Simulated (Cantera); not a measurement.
**NO annealing gas**

An isothermal, constant-pressure homogeneous reactor starts with 79.4 % NO, 20.6 % N2, at 1925 K and 0.217 atm.

Computed with Cantera and GRI-Mech 3.0 (53 species, 325 reactions).

| t (s) | x NO | x O2 | x N2O | x N2 | x NO2 | x O |
|---|---|---|---|---|---|---|
| 1.00e-5 | 0.794 | 8.22e-10 | 9.13e-7 | 0.206 | 1.67e-8 | 8.99e-7 |
| 5.66e-5 | 0.794 | 2.54e-8 | 5.13e-6 | 0.206 | 4.97e-7 | 4.73e-6 |
| 0.000321 | 0.794 | 7.66e-7 | 2.78e-5 | 0.206 | 1.07e-5 | 1.98e-5 |
| 0.00182 | 0.793 | 3.72e-5 | 0.000125 | 0.206 | 9.21e-5 | 6.58e-5 |
| 0.0103 | 0.791 | 0.000819 | 0.000258 | 0.207 | 0.000156 | 0.000100 |
| 0.0583 | 0.781 | 0.00592 | 0.000256 | 0.212 | 0.000186 | 0.000116 |
| 0.330 | 0.724 | 0.0343 | 0.000213 | 0.241 | 0.000289 | 0.000177 |
| 1.87 | 0.472 | 0.160 | 8.29e-5 | 0.367 | 0.000380 | 0.000328 |
| 10.6 | 0.0765 | 0.358 | 2.16e-6 | 0.565 | 9.19e-5 | 0.000474 |
| 60.0 | 0.00830 | 0.392 | 1.76e-7 | 0.599 | 1.04e-5 | 0.000494 |
x: mole fraction; the columns are a selection and need not sum to one.

Equilibrium at this temperature and pressure: NO 0.00740, O2 0.393, N2O 1.71e-7, N2 0.599, NO2 9.32e-6, O 0.000495 (gas phase only).
